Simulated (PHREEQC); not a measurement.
Solution (25 °C): 7.5 mmol/kgw CdSO4 and 0.036 mmol/kgw HCl. Closed to the air; pH follows from the charge balance.

Equilibrium calculation in PHREEQC: ion-association model, phreeqc.dat.

The ionic strength comes out as 0.0201 mol/kgw. What activity coefficients do HSO4-, Cl-, Cd+2, CdCl+, SO4-2 get?

HSO4- 0.87, Cl- 0.87, Cd+2 0.57, CdCl+ 0.87, SO4-2 0.58.

No solid was allowed to form.
